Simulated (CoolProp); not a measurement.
Methanol at 298.15 K and 0.00561 MPa flows at 0.59 m/s in a round tube of 10 mm bore and 15 µm roughness, fully developed (64/Re and Nu = 3.66 if laminar; Colebrook and Gnielinski if turbulent). Each further row changes one setting.

Model: reference Helmholtz-energy equation of state, de Reuck 1993, in CoolProp.

```tsv
case	Reynolds number	Darcy friction factor	pressure drop (Pa/m)	heat-transfer coefficient (W/(m² K))	mass flow (kg/h)
as stated	44.5	1.44	1.82	5.52	0.0121
velocity 1.18 m/s	89.1	0.718	3.64	5.52	0.0243
diameter 20 mm	89.1	0.718	0.455	2.76	0.0486
```

Viscosity comes from a separate model (Xiang 2006). Thermal conductivity comes from a separate model (Sykioti 2013).
